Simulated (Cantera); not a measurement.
A perfectly stirred reactor is fed with 63.1 % N2O, 0.227 % H2, 36.6 % N2, at 0.00910 bar; it is held at 1223 K, and followed from long to short residence time.

Computed with Cantera and GRI-Mech 3.0 (53 species, 325 reactions). GRI-Mech 3.0 was tuned for natural gas; its chemistry of N2O as a main component is partial and can be far from experiment. Radical loss at walls, strong at low pressure, is not modelled. The mechanism lacks the step 2 NO + O2 → 2 NO2, which can matter for NO2 below about 1400 K. The temperature is held fixed by assumption; the heat of reaction is taken as removed at once.

One state of this run: x N2O = 0.615; x H2 = 0.000346; x OH = 1.21e-5; x H = 9.92e-8; x NO = 0.00109; x NO2 = 7.99e-5; x H2O = 0.00191. x: mole fraction; the columns are a selection and need not sum to one.

### Question
Which value of τ (s) does it belong to?
A. 0.90
B. 2.0
C. 9.2
D. 0.019

### Answer
B, 2.0
